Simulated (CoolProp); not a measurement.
Vapour-liquid equilibrium of R134a (1) + R123 (2) at 334.2 K; x and y are mole fractions of (1).

Values from CoolProp's multi-fluid Helmholtz-energy mixture model, Tillner-Roth 1994 and Younglove 1994; pair parameters Bell 2016.

Q: Give the bubble pressure and the first vapour's composition at x = 0.125, 0.2, 0.35. Is there an azeotrope?

A: x = 0.125: 4.935 bar, y = 0.442; x = 0.2: 6.096 bar, y = 0.570; x = 0.35: 8.306 bar, y = 0.720. No azeotrope shows between x = 0.05 and 0.95.

Pair parameters are fitted to limited data, so mixtures are less certain than the pure fluids. The gap from Raoult's law changes sign with composition, which may be real or a fault of the pair parameters; it wasn't checked against measurements.
